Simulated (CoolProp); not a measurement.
A Linde-Hampson liquefier for CF4 (R14): isothermal reversible compression at 320 K from 1 atm to 25 MPa, throttling to 1 atm, return gas leaving the recuperator 2 K below the feed. Each further row changes one setting.

Computed with CoolProp (reference Helmholtz-energy equation of state, Platzer 1990). This equation is an older, rougher fit; its heat capacities, sound speeds and derivatives of the liquid may be far off and weren't checked against measurements.

```tsv
case	liquid yield per pass	compression work (kJ/kg of gas)
as stated	0.237	154
high pressure 50 MPa	(withheld)	(withheld)
warm-end temperature 350 K	0.183	(withheld)
warm-end gap 7 K	(withheld)	154
```

Task: Fill in the missing entries.

Result: 
- high pressure 50 MPa, liquid yield per pass: 0.245
- high pressure 50 MPa, compression work (kJ/kg of gas): 178
- warm-end temperature 350 K, compression work (kJ/kg of gas): 173
- warm-end gap 7 K, liquid yield per pass: 0.225
